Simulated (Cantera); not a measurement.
Input: 1 mol Cu2O, 1100 mol H2, equilibrated at 1000 Pa.

Cantera equilibrium calculation (NASA polynomials, part measured and part estimated; ideal gas, pure solids and liquids). Candidate condensed phases: Cu, CuO, Cu(OH)2, Cu2O, H2O; 12 gas species. Kinetics and transport are ignored.

Question: Which condensed phases are stable at each of these points (T (K)): 673, 873, 1073, 1273, 1473, 1673, 1873, 2073, 2273?

Answer: 
```
T (K)  condensed phases  Cu condensed (%)
-----  ----------------  ----------------
673               Cu(s)             100.0
873               Cu(s)             100.0
1073              Cu(s)             100.0
1273              Cu(s)              99.5
1473              Cu(l)              71.5
1673           gas only               0.0
1873           gas only               0.0
2073           gas only               0.0
2273           gas only               0.0
```

From 673 K to 1273 K the condensed part is Cu(s). At 1473 K the condensed part is Cu(l). From 1673 K to 2273 K nothing is condensed.
